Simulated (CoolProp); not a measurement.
The numbers come from the reference Helmholtz-energy equation of state, Lemmon 2013 in CoolProp.

Task: For propylene, give the phase and the Z, cv (kJ/(kg K)), Joule-Thomson coefficient (K/MPa), viscosity (µPa s) at 12.05 °C and 5330 kPa; 162.95 °C and 5330 kPa.

Result: 
- 12.05 °C and 5330 kPa: liquid; Z 0.176, cv 1.51, Joule-Thomson coefficient -0.174, viscosity 115
- 162.95 °C and 5330 kPa: supercritical; Z 0.755, cv 1.93, Joule-Thomson coefficient 6.77, viscosity 16.2

Viscosity comes from a separate model (Huber 2003), an estimate that may be off by 10 % or more.
